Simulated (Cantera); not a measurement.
# MgO + H₂S + H₂O (roasting and sulfation)

Charge: 1 mol MgO, 1.5 mol H₂S, 0.11 mol H₂O, equilibrated at 0.100 bar.

These are equilibrium values from Cantera (NASA tables, ideal gas, pure condensed phases), not measurements of a reactor. Candidate condensed phases: H₂O, H₂SO₄, Mg, MgO, Mg(OH)₂, MgS, MgSO₄, S; 26 gas species. Gases not in the tables: S₃ to S₇. The numbers say what is thermodynamically allowed, not how fast it happens.

From 1273 K to 1823 K the condensed part is MgO(s).

```tsv
T (K)	log p H₂	log p H₂S	log p S₂	log p H₂O	log p SH	log p S	log p H	n MgO(s)
1273	-1.52	-1.31	-1.82	-2.24	-3.92	-6.65	-6.91	1.00
1323	-1.47	-1.37	-1.77	-2.25	-3.75	-6.29	-6.53	1.00
1373	-1.42	-1.43	-1.72	-2.26	-3.60	-5.95	-6.19	1.00
1423	-1.38	-1.49	-1.69	-2.27	-3.46	-5.64	-5.87	1.00
1473	-1.35	-1.56	-1.65	-2.28	-3.34	-5.36	-5.57	1.00
1523	-1.33	-1.63	-1.63	-2.29	-3.23	-5.09	-5.30	1.000
1573	-1.31	-1.70	-1.61	-2.29	-3.13	-4.84	-5.04	1.000
1623	-1.29	-1.77	-1.59	-2.30	-3.04	-4.61	-4.80	1.000
1673	-1.28	-1.83	-1.58	-2.31	-2.95	-4.40	-4.58	1.000
1723	-1.27	-1.90	-1.57	-2.31	-2.88	-4.20	-4.37	1.000
1773	-1.26	-1.97	-1.57	-2.32	-2.80	-4.01	-4.17	1.000
1823	-1.25	-2.03	-1.56	-2.32	-2.74	-3.83	-3.99	1.000
```
log p: log10 of the partial pressure in bar; n: condensed amount in mol.
